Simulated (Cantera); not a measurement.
Cantera with NASA thermochemical tables; ideal gases at 1 bar, condensed phases pure. Values are per mole of reaction as written; species without (g) are pure solids or liquids, kept so even where they would boil at 1 bar. TaC: taken at fixed stoichiometry.

Task: Between 2248 and 2998 K, where is each reaction favourable under standard conditions?
- 3 CO₂(g) + TaC ⇌ TaO₂(g) + 4 CO(g)

Result: 
- 3 CO₂(g) + TaC ⇌ TaO₂(g) + 4 CO(g): ΔG° is -154 kJ at 2248 K and -411 kJ at 2998 K; it stays negative (K > 1). ΔH° is 599 kJ and ΔS° 337 J/K at 2998 K.
